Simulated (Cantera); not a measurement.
## Hydrocarbon pyrolysis for carbon deposition

An isothermal, constant-pressure homogeneous reactor starts with C2H6 : N2 = 1 : 49 (molar parts), at 1623 K and 750 Torr.

Detailed kinetics in Cantera: GRI-Mech 3.0 (53 species, 325 reactions). GRI-Mech 3.0 stops at C3 and has no aromatics, soot or wall deposition, so with more carbon than oxygen in the feed, carbon stays in small species such as C2H2 where larger ones or solid carbon would form.

| t (s) | x C2H6 | x C2H2 | x CH2 | x H2 | x HCN | x CH3 | x C2H |
|---|---|---|---|---|---|---|---|
| 3.00e-6 | 0.0197 | 9.20e-10 | 7.28e-8 | 7.61e-6 | 2.94e-12 | 0.000452 | <1e-12 |
| 1.69e-5 | 0.0177 | 8.44e-6 | 3.37e-6 | 0.000983 | 8.34e-8 | 0.00174 | 8.21e-10 |
| 9.49e-5 | 0.00632 | 0.00168 | 4.33e-6 | 0.0114 | 1.17e-6 | 0.00145 | 6.66e-8 |
| 0.000533 | 0.000103 | 0.0107 | 2.84e-7 | 0.0247 | 1.82e-6 | 0.000190 | 7.49e-8 |
| 0.00300 | 3.60e-6 | 0.0151 | 1.47e-8 | 0.0292 | 1.83e-6 | 4.07e-5 | 2.23e-8 |
| 0.0169 | 2.58e-6 | 0.0167 | 1.15e-8 | 0.0310 | 1.84e-6 | 3.53e-5 | 2.23e-8 |
| 0.0949 | 1.65e-6 | 0.0172 | 9.31e-9 | 0.0325 | 1.88e-6 | 2.84e-5 | 2.29e-8 |
| 0.533 | 3.64e-7 | 0.0183 | 4.48e-9 | 0.0356 | 2.03e-6 | 1.34e-5 | 2.45e-8 |
| 3.00 | 2.79e-8 | 0.0189 | 1.22e-9 | 0.0377 | 2.29e-6 | 3.60e-6 | 2.56e-8 |
x: mole fraction; the columns are a selection and need not sum to one.

Equilibrium at this temperature and pressure: C2H6 1.70e-9, C2H2 0.00353, CH2 2.72e-10, H2 0.0383, HCN 0.0313, CH3 8.00e-7, C2H 4.77e-9 (gas phase only).
